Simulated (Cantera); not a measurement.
Input: 1 mol CsOH, 1.6 mol H₂O, equilibrated at 36.0 mbar.

These are equilibrium values from Cantera (NASA tables, ideal gas, pure condensed phases), not measurements of a reactor. Candidate condensed phases: Cs, CsOH, H₂O; 15 gas species. Equilibrium is a limit: real reactors are often held back by kinetics, nucleation or transport.

x: gas mole fraction; nothing condenses.

```csv
T (K),x H₂O,x CsOH,x Cs,x O₂
1148,0.617,0.381,3.35e-5,1.03e-5
1223,0.616,0.383,9.94e-5,3.02e-5
1298,0.616,0.384,0.000259,7.80e-5
1373,0.615,0.384,0.000605,0.000181
1448,0.615,0.383,0.00129,0.000385
1523,0.615,0.381,?,?
1598,0.615,0.378,0.00472,0.00139
1673,0.614,0.374,?,?
1748,0.613,0.367,0.0135,0.00395
1823,0.611,0.356,0.0212,0.00619
```

Problem. What belongs in the gaps?

Solution. 
- 1523, x Cs: 0.00256
- 1523, x O₂: 0.000756
- 1673, x Cs: 0.00821
- 1673, x O₂: 0.00241
